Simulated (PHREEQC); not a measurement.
Make-up at 20 °C: 0.0019 mol H2SO4, 0.0059 mol LiCl and 0.14 mol MnSO4 per kg of water. Closed to the air; pH follows from the charge balance.

All values are PHREEQC results (ion-association model, phreeqc.dat), not measurements.

Precipitation was switched off in this run.

### Question
Order these S species by the share of S that they hold, largest first: HSO4-, SO4-2, MnSO4, LiSO4-.

### Answer
SO4-2 (54 %), MnSO4 (44 %), HSO4- (1.7 %), LiSO4- (0.33 %)

The pH is 2.97 and the ionic strength 0.313 mol/kgw. Complexes and solids missing from the database can't appear.
